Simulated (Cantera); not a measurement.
A perfectly stirred reactor is fed with 0.786 % CO, 4.96 % O₂, 0.720 % H₂O, 93.5 % N₂, equivalence ratio 0.079, at 3.20 bar; it is held at 1473 K, and followed from long to short residence time.

Model: GRI-Mech 3.0 (53 species, 325 reactions), integrated in Cantera.

**Question.** Predict: x(CO) at τ = 5.10 s; x(O₂) at τ = 5.10 s; x(H₂O) at τ = 5.10 s; x(NO) at τ = 5.10 s; x(H) at τ = 5.10 s; x(CO) at τ = 35.0 ms; x(O₂) at τ = 35.0 ms; x(H₂O) at τ = 35.0 ms; x(NO) at τ = 35.0 ms; x(H) at τ = 35.0 ms.

**Answer.** x(CO) at τ = 5.10 s: 9.84e-6
x(O₂) at τ = 5.10 s: 0.0458
x(H₂O) at τ = 5.10 s: 0.00722
x(NO) at τ = 5.10 s: 1.34e-6
x(H) at τ = 5.10 s: 1.07e-8
x(CO) at τ = 35.0 ms: 0.000315
x(O₂) at τ = 35.0 ms: 0.0459
x(H₂O) at τ = 35.0 ms: 0.00719
x(NO) at τ = 35.0 ms: 1.68e-6
x(H) at τ = 35.0 ms: 1.05e-6
